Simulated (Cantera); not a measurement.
## Ignition delay

Mixture: 9.85 % CH4, 12.3 % O2, 59.1 % N2, 18.7 % H2O, equivalence ratio 1.6, at 4.93 atm, adiabatic and at constant pressure. Ignition delay is the time to a rise of 400 K.

Cantera simulation using GRI-Mech 3.0 (53 species, 325 reactions); the numbers are that mechanism's predictions, not measurements.

```tsv
T0 (K)	delay (ms)
1198	20.1
1273	8.83
1348	3.99
1423	1.81
1498	0.822
1573	0.377
```

```json
{
 "apparent activation energy between 1423 and 1573 K": "190 kJ/mol"
}
```
